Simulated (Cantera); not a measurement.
A perfectly stirred reactor is fed with H2 : O2 : N2 = 0.87 : 1 : 0.66 (molar parts), equivalence ratio 0.43, at 0.910 bar; it is held at 1050 K, and followed from long to short residence time.

Cantera simulation using GRI-Mech 3.0 (53 species, 325 reactions); the numbers are that mechanism's predictions, not measurements. The temperature is held fixed by assumption; the heat of reaction is taken as removed at once.

Question: Predict: x(H2) at τ = 4.50 s; x(O2) at τ = 4.50 s; x(N2O) at τ = 4.50 s; x(H2O) at τ = 4.50 s; x(H2O2) at τ = 4.50 s; x(H2) at τ = 0.110 s; x(O2) at τ = 0.110 s; x(N2O) at τ = 0.110 s; x(H2O) at τ = 0.110 s; x(H2O2) at τ = 0.110 s.

Answer: x(H2) at τ = 4.50 s: 0.00368
x(O2) at τ = 4.50 s: 0.271
x(N2O) at τ = 4.50 s: 2.13e-7
x(H2O) at τ = 4.50 s: 0.411
x(H2O2) at τ = 4.50 s: 3.14e-5
x(H2) at τ = 0.110 s: 0.0503
x(O2) at τ = 0.110 s: 0.288
x(N2O) at τ = 0.110 s: 3.82e-8
x(H2O) at τ = 0.110 s: 0.354
x(H2O2) at τ = 0.110 s: 0.000719
